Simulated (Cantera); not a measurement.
Input: 1 mol SiCl4, 4.2 mol N2O, 28 mol H2, at 105 Torr.

Method: chemical equilibrium by Gibbs-energy minimisation in Cantera with the NASA 1993 tables (ideal gas, pure condensed phases). Candidate condensed phases: H2O, NH4Cl, Si, SiO2, Si2N2O, Si3N4; 47 gas species. The tables hold silica as quartz up to 1696 K and as liquid above; real silica turns to tridymite and cristobalite and melts near 1996 K. Equilibrium is a limit: real reactors are often held back by kinetics, nucleation or transport.

Question: Which condensed phases are stable at each of these points (T (K)): 648, 723, 798, 873, 948, 1023, 1098, 1173, 1248?

Answer: 
| T (K) | condensed phases | Si condensed (%) |
|---|---|---|
| 648 | SiO2(α-quartz) | 100.0 |
| 723 | SiO2(α-quartz) | 100.0 |
| 798 | SiO2(α-quartz) | 100.0 |
| 873 | SiO2(β-quartz) | 100.0 |
| 948 | SiO2(β-quartz) | 100.0 |
| 1023 | SiO2(β-quartz) | 100.0 |
| 1098 | SiO2(β-quartz) | 100.0 |
| 1173 | SiO2(β-quartz) | 100.0 |
| 1248 | SiO2(β-quartz) | 100.0 |

From 648 K to 798 K the condensed part is SiO2(α-quartz). From 873 K to 1248 K the condensed part is SiO2(β-quartz).
